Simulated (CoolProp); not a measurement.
A closed Brayton cycle with dry air: compressor inlet 323.15 K and 2.9 MPa, high pressure 5.52 MPa, turbine inlet 950 K, compressor efficiency 0.85, turbine efficiency 0.85, recuperator effectiveness 0.95 (on enthalpy, no pinch check). Each further row changes one setting.

Values from CoolProp's reference Helmholtz-energy equation of state, Lemmon 2000. It is a pseudo-pure fit of the blend.

```
case                           thermal efficiency (%)  net work (kJ/kg)  compressor to turbine work  compressor exit (K)  turbine exit (K)
-----------------------------  ----------------------  ----------------  --------------------------  -------------------  ----------------
as stated                                        37.6              61.9                        0.56                400.3             827.0
turbine inlet 900 K                              35.2              54.5                        0.59                400.3             782.4
compressor inlet 333.15 K                        36.2              59.4                        0.57                412.6             827.0
high pressure 4.69 MPa                           37.2              49.7                        0.53                379.4             856.5
recuperator effectiveness 0.5                    16.8              61.9                        0.56                400.3             827.0
```
